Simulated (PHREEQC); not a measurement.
Acid rinse or clean with leach liquor

Solution A (0.24 mol HNO3 and 0.0031 mol KCl per kg of water) is mixed with solution B (0.023 mol/kgw H2SO4 and 0.0002 mol/kgw Al2(SO4)3) at 25 °C; shares are by mass of water, 1 kg in all. O2 is buffered at 0.21 atm. No CO2 enters from the air. Solids allowed: Al(OH)3(a), Basaluminite, AlumK. Others were left out.

All values are PHREEQC results (ion-association model, wateq4f.dat), not measurements.

Q: Predict pH at share of solution B = 0.7, 1.

A: 
```json
[
 {"share of solution B": "0.7", "pH": "1.12"},
 {"share of solution B": "1", "pH": "1.56"}
]
```
